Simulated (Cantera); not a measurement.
Feed: 1 mol BN, 85 mol H₂, equilibrated at 4300 Pa.

These are equilibrium values from Cantera (NASA tables, ideal gas, pure condensed phases), not measurements of a reactor. Candidate condensed phases: B, BN; 15 gas species. Mutual solubility and eutectic melting of coexisting phases are not modelled. Equilibrium is a limit: real reactors are often held back by kinetics, nucleation or transport.

Problem. Which condensed phases are stable at each of these points (T (°C)): 500, 600, 700, 800, 900, 1000, 1100, 1200, 1300, 1400, 1500, 1600?

Solution. 
| T (°C) | condensed phases | B condensed (%) |
|---|---|---|
| 500 | BN(s) | 100.0 |
| 600 | BN(s) | 100.0 |
| 700 | BN(s) | 100.0 |
| 800 | BN(s) | 100.0 |
| 900 | BN(s) | 100.0 |
| 1000 | BN(s) | 100.0 |
| 1100 | BN(s) | 100.0 |
| 1200 | BN(s) | 100.0 |
| 1300 | BN(s) | 99.9 |
| 1400 | BN(s) | 99.7 |
| 1500 | B(s) + BN(s) | 99.1 |
| 1600 | B(s) + BN(s) | 98.1 |

From 500 °C to 1400 °C the condensed part is BN(s). From 1500 °C to 1600 °C the condensed part is B(s) + BN(s).
